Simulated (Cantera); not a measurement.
Charge: 1 mol Ti(OiPr)4, 4.4 mol CH4, equilibrated at 925 °C and 17.0 Pa.

Method: chemical equilibrium by Gibbs-energy minimisation in Cantera with the NASA 1993 tables (ideal gas, pure condensed phases). Candidate condensed phases: C, C6H6, C7H8, C8H18, H2O, Ti, TiC, TiO, TiO2, Ti2O3, Ti3O5, Ti4O7; 113 gas species. The feed counts by its element totals alone. TiC: taken at fixed stoichiometry. Kinetics and transport are ignored.

Base state: H2 0.851, CO 0.149, H 1.35e-5 (mole fractions); condensed: C(graphite) + TiC(s).

### Question
What changes in the equilibrium state with this change: temperature from 925 °C to 1950 °C?

### Answer
| species | before | after |
|---|---|---|
| H2 | 0.851 | 0.521 |
| H | 1.35e-5 | 0.355 |
| CO | 0.149 | 0.123 |
| Ti | <1e-9 | 0.000217 |
| C2H | <1e-9 | 3.80e-5 |
| C3 | <1e-9 | 2.26e-5 |
| C2H2 (acetylene) | 8.44e-8 | 0.00151 |
| C(graphite), mol | 11.4 | 11.3 |
| TiC(s), mol | 1.00 | 0.993 |
